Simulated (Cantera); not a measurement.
Catalytic stagnation flow on Pt

A jet of H2 : O2 : N2 = 0.034 : 0.18 : 0.79 (molar parts) at 300 K and 135 Torr hits a platinum plate 8.9 cm away at a mass flux of 0.033 kg/m²/s; the plate temperature is set and raised in steps from an oxygen-covered start.

Model: Deutschmann's 1995 Pt surface mechanism with GRI-Mech 3.0 gas chemistry, integrated in Cantera. Catalytic surfaces can have several steady states; this one follows from the mechanism file's or the stated starting coverage.

```json
[
 {"plate T (K)": "700", "wall x H2": "0.00195", "wall x O2": "0.145", "wall x H2O": "0.0612", "wall x OH": "<1e-8", "θ free Pt": "0.0297", "θ O*": "0.967", "θ OH*": "0.00350"},
 {"plate T (K)": "750", "wall x H2": "0.00147", "wall x O2": "0.145", "wall x H2O": "0.0618", "wall x OH": "<1e-8", "θ free Pt": "0.0414", "θ O*": "0.956", "θ OH*": "0.00299"},
 {"plate T (K)": "800", "wall x H2": "0.000969", "wall x O2": "0.145", "wall x H2O": "0.0624", "wall x OH": "<1e-8", "θ free Pt": "0.0667", "θ O*": "0.930", "θ OH*": "0.00283"},
 {"plate T (K)": "850", "wall x H2": "0.000636", "wall x O2": "0.144", "wall x H2O": "0.0627", "wall x OH": "1.47e-8", "θ free Pt": "0.105", "θ O*": "0.892", "θ OH*": "0.00271"},
 {"plate T (K)": "900", "wall x H2": "0.000452", "wall x O2": "0.144", "wall x H2O": "0.0628", "wall x OH": "4.45e-8", "θ free Pt": "0.155", "θ O*": "0.843", "θ OH*": "0.00255"},
 {"plate T (K)": "950", "wall x H2": "0.000343", "wall x O2": "0.144", "wall x H2O": "0.0627", "wall x OH": "1.21e-7", "θ free Pt": "0.211", "θ O*": "0.787", "θ OH*": "0.00234"}
]
```
x: mole fraction at the wall; θ: surface coverage.
